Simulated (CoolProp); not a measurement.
Vapour-liquid equilibrium of n-perfluoropentane (1) + n-pentane (2) at 246 kPa; x and y are mole fractions of (1).

Values from CoolProp's multi-fluid Helmholtz-energy mixture model, Gao 2022 and Thol 2019; pair parameters Bell 2016.

| x | bubble temperature, mixture model (K) | bubble temperature, Raoult's law (K) | y, mixture model | y, Raoult's law |
|---|---|---|---|---|
| 0.05 | 328.7 | 337.5 | 0.254 | 0.064 |
| 0.125 | 322.3 | 336.7 | 0.409 | 0.155 |
| 0.2 | 319.9 | 336.0 | 0.467 | 0.244 |
| 0.275 | 319.1 | 335.3 | 0.492 | 0.328 |
| 0.35 | 318.8 | 334.6 | 0.503 | 0.409 |
| 0.425 | 318.6 | 333.9 | 0.511 | 0.488 |
| 0.5 | 318.5 | 333.2 | 0.521 | 0.563 |
| 0.575 | 318.6 | 332.6 | 0.536 | 0.635 |
| 0.65 | 318.8 | 332.0 | 0.560 | 0.705 |
| 0.725 | 319.4 | 331.4 | 0.597 | 0.772 |
| 0.8 | 320.7 | 330.8 | 0.656 | 0.837 |
| 0.875 | 322.8 | 330.2 | 0.744 | 0.900 |
| 0.95 | 326.2 | 329.6 | 0.878 | 0.961 |

The largest gap from Raoult's law is -16.2 K in bubble temperature, at x = 0.275. y crosses x between x = 0.5 and 0.575: the model has an azeotrope there.

The pair parameters rest on a limited set of measurements; away from them the model extrapolates. With so large a gap from Raoult's law the liquid may split in two, which this calculation doesn't test in full.
